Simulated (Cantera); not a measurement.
An isothermal, constant-pressure homogeneous reactor starts with NO : N2 = 1 : 0.4 (molar parts), at 2048 K and 0.523 atm. Integrator tolerance rtol = 1e-08.

Detailed kinetics in Cantera: GRI-Mech 3.0 (53 species, 325 reactions).

Task: What does this change do: temperature 2048 to 1823 K?

Result: 
```json
[
 {"quantity": "x(NO) at 20.0 s", "before": "0.0102 (gas-phase equilibrium 0.0102)", "after": "0.0694 (gas-phase equilibrium 0.00528)"},
 {"quantity": "x(N2O) at 20.0 s", "before": "3.73e-7 (gas-phase equilibrium 3.73e-7)", "after": "1.97e-6 (gas-phase equilibrium 1.98e-7)"},
 {"quantity": "x(NO2) at 20.0 s", "before": "1.53e-5 (gas-phase equilibrium 1.53e-5)", "after": "0.000149 (gas-phase equilibrium 1.19e-5)"},
 {"quantity": "x(N2) at 20.0 s", "before": "0.638 (gas-phase equilibrium 0.638)", "after": "0.608 (gas-phase equilibrium 0.640)"},
 {"quantity": "x(O2) at 20.0 s", "before": "0.352 (gas-phase equilibrium 0.352)", "after": "0.322 (gas-phase equilibrium 0.354)"},
 {"quantity": "x(O) at 20.0 s", "before": "0.000786 (gas-phase equilibrium 0.000786)", "after": "0.000119 (gas-phase equilibrium 0.000124)"}
]
```
